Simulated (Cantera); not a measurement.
Feed: 1 mol SiF₄, 0.77 mol NH₃, equilibrated at 477 °C and 0.180 bar.

Equilibrium computed with Cantera from the NASA thermochemical tables; the gas is ideal and each condensed phase is pure. Candidate condensed phases: Si, Si₃N₄; 37 gas species. Rates play no part.

Q: What is the equilibrium state?

A: 
```json
{
 "x(H₂)": "0.455",
 "x(SiF₄)": "0.394",
 "x(N₂)": "0.152",
 "x(NH₃)": "0.000110",
 "x(HF)": "4.01e-5",
 "x(SiHF₃)": "3.97e-5",
 "gas_amount": "2.540 mol",
 "log10 activity of Si(s) (absent)": "-10.49"
}
```
